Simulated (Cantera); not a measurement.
## Hydrocarbon pyrolysis for carbon deposition

An isothermal, constant-pressure homogeneous reactor starts with 1.43 % C2H6, 98.6 % H2, at 1800 K and 0.503 Torr.

Computed with Cantera and GRI-Mech 3.0 (53 species, 325 reactions). GRI-Mech 3.0 stops at C3 and has no aromatics, soot or wall deposition, so with more carbon than oxygen in the feed, carbon stays in small species such as C2H2 where larger ones or solid carbon would form. Radical loss at walls, strong at low pressure, is not modelled.

```
t (s)       x C2H6   x H2     x CH3       x H     x C2H
--------  --------  -----  --------  --------  --------
2.00e-5     0.0142  0.986  0.000170   2.31e-6    <1e-12
6.32e-5     0.0140  0.985  0.000518   2.16e-5    <1e-12
0.000200    0.0134  0.985   0.00147  0.000190    <1e-12
0.000632    0.0114  0.982   0.00333   0.00136  2.58e-12
0.00200    0.00489  0.973   0.00545   0.00554   3.15e-9
0.00632    4.83e-5  0.965   0.00381   0.00959   1.09e-7
0.0200     1.97e-6  0.966   0.00330   0.00877   2.36e-7
0.0632     1.56e-6  0.968   0.00272   0.00776   2.88e-7
0.200      9.76e-7  0.971   0.00188   0.00627   3.26e-7
0.632      4.61e-7  0.975   0.00112   0.00489   3.45e-7
2.00       1.69e-7  0.978  0.000628   0.00428   3.85e-7
6.32       3.82e-8  0.980  0.000314   0.00469   5.08e-7
20.0       3.30e-9  0.980  0.000108   0.00615   7.35e-7
63.2      1.13e-10  0.977   2.49e-5   0.00871   1.07e-6
200       2.65e-12  0.974   4.75e-6    0.0121   1.50e-6
```
x: mole fraction; the columns are a selection and need not sum to one.

Equilibrium at this temperature and pressure: C2H6 <1e-12, H2 0.972, CH3 1.24e-6, H 0.0137, C2H 1.70e-6 (gas phase only).
